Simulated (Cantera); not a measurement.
Charge: 1 mol CH₃Cl, 0.22 mol CH₄, equilibrated at 1300 °C and 5.70 mbar.

Method: chemical equilibrium by Gibbs-energy minimisation in Cantera with the NASA 1993 tables (ideal gas, pure condensed phases). Candidate condensed phases: C, C₆H₆, C₇H₈, C₈H₁₈; 91 gas species. Equilibrium is a limit: real reactors are often held back by kinetics, nucleation or transport.

Base state: H₂ 0.590, HCl 0.409, H 0.000414, Cl 0.000229, C₂H₂ (acetylene) 1.22e-5 (mole fractions); condensed: C(graphite).

Problem. What changes in the equilibrium state with this change: temperature from 1300 °C to 2300 °C?

Solution. 
| species | before | after |
|---|---|---|
| H₂ | 0.590 | 0.383 |
| H | 0.000414 | 0.282 |
| HCl | 0.409 | 0.217 |
| Cl | 0.000229 | 0.112 |
| C₂H | <1e-9 | 0.000343 |
| C₃ | <1e-9 | 0.000263 |
| C(graphite), mol | 1.22 | 1.18 |
